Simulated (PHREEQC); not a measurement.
Solution (25 °C): 0.42 mol ZnSO4 and 0.0022 mol H3BO3 per kg of water. It is in equilibrium with CO2 at log p = 0 (atm). Otherwise closed; pH follows from the charge balance.

Computed with PHREEQC (ion-association model, phreeqc.dat).

Precipitation was switched off in this run.

Order these Zn species by the share of Zn that they hold, largest first: Zn(SO4)2-2, ZnHCO3+, Zn+2, ZnSO4.

Zn+2 (47 %), ZnSO4 (33 %), Zn(SO4)2-2 (19 %), ZnHCO3+ (0.13 %)

The pH is 3.77 and the ionic strength 0.792 mol/kgw. The ionic strength is past about 0.7 mol/kgw, beyond the range of this activity model, so the values are rough. Complexes and solids missing from the database can't appear.
